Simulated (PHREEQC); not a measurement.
1 kg of water holding 0.094 mol KCl and 0.038 mol Na2SO4 meets 20 L of dry gas (O2 1 by moles) at fixed total pressure, at 5 atm; fugacities by Peng-Robinson. The gases take part in no redox reaction, some water evaporates into the gas, and hydrates or a liquid gas phase aren't modelled. Precipitation was switched off in this run.

Model: ion-association model, phreeqc.dat, run in PHREEQC.

```
T (°C)  dissolved O2 (mol/kgw)  φ of O2
------  ----------------------  -------
10                     0.00809    0.994
20                         ___    0.995
30                         ___    0.996
40                     0.00484    0.996
50                     0.00432    0.997
60                         ___    0.997
70                         ___    0.998
80                         ___    0.998
90                     0.00315    0.999
```

Some entries are withheld; supply them.


- 20, dissolved O2 (mol/kgw): 0.00659
- 30, dissolved O2 (mol/kgw): 0.00557
- 60, dissolved O2 (mol/kgw): 0.00393
- 70, dissolved O2 (mol/kgw): 0.00363
- 80, dissolved O2 (mol/kgw): 0.00338

Complexes and solids missing from the database can't appear. At this temperature some constants are extrapolated from 25 °C, and those without enthalpy data are left unchanged.
